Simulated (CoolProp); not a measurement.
Saturation properties of fluorine (Tc = -128.7 °C, pc = 5.240 MPa, ω = 0.045).

Values from CoolProp's reference Helmholtz-energy equation of state, de Reuck 1990.

```tsv
T (°C)	p (MPa)	vapour density (kg/m³)	enthalpy of vaporisation (kJ/kg)	surface tension (mN/m)
-184.05	0.1577	8.489	170.4	12.4
-179.85	0.2386	12.46	166.1	11.2
-175.65	0.3473	17.68	161.4	10.1
-171.45	0.4893	24.42	156.3	9.02
-167.35	0.6652	32.72	150.9	7.98
-163.15	0.8891	43.34	144.8	6.93
-158.95	1.163	56.54	138.2	5.92
-154.75	1.493	72.92	130.8	4.93
-150.55	1.884	93.35	122.4	3.98
-146.45	2.334	118.5	113.1	3.09
```

It boils at -188.1 °C under 1 atm.

Surface tension comes from a separate correlation (Mulero 2012).
